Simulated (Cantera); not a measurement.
A closed system holds: 1 mol Al(CH₃)₃, 1.7 mol O₂, 620 mol N₂, at 7.50 Torr.

Method: chemical equilibrium by Gibbs-energy minimisation in Cantera with the NASA 1993 tables (ideal gas, pure condensed phases). Candidate condensed phases: Al, AlN, Al₂O₃, C, C₆H₆, C₇H₈, C₈H₁₈, H₂O; 148 gas species. The feed counts by its element totals alone. Rates play no part. All values below are at 1175 K.

Base state: N₂ 0.990, H₂ 0.00718, CO 0.00303 (mole fractions); condensed: Al₂O₃(s) + C(graphite).

Task: What changes in the equilibrium state with this change: pressure from 7.50 Torr to 0.645 Torr?

Result: 
```csv
species,before,after
N₂,0.990,0.988
H₂,0.00718,0.00717
CO,0.00303,0.00478
"Al₂O₃(s), mol",0.500,0.134
"C(graphite), mol",1.10,0
"AlN(s), mol",0,0.732
```
Mutual solubility and eutectic melting of coexisting phases are not modelled.
